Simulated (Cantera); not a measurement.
Input: 1 mol BCl₃, 0.31 mol N₂, 24 mol H₂, 1.9 mol O₂, at 1250 K and 7.70 mbar.

Equilibrium computed with Cantera from the NASA thermochemical tables; the gas is ideal and each condensed phase is pure. Candidate condensed phases: B, BN, B₂O₃, B₃O₃H₃, H₂O, NH₄Cl; 49 gas species. Gases not in the tables: H₃BO₃. Equilibrium is a limit: real reactors are often held back by kinetics, nucleation or transport.

Problem. What is the equilibrium state?

Solution. 
| Item | Value |
|---|---|
| x(H₂) | 0.780 |
| x(HCl) | 0.116 |
| x(H₂O) | 0.0861 |
| x(N₂) | 0.0120 |
| x(HBO₂) | 0.00550 |
| x((HBO₂)₃) | 2.16e-5 |
| x(B₂O₃) | 5.72e-6 |
| x(H) | 4.87e-6 |
| x(HBO) | 4.21e-6 |
| n(B₂O₃(l)) | 0.428 mol |
| gas amount | 25.88 mol |
| log10 activity of B(s) (absent) | -7.53 |
| log10 activity of B₃O₃H₃(s) (absent) | -16.91 |
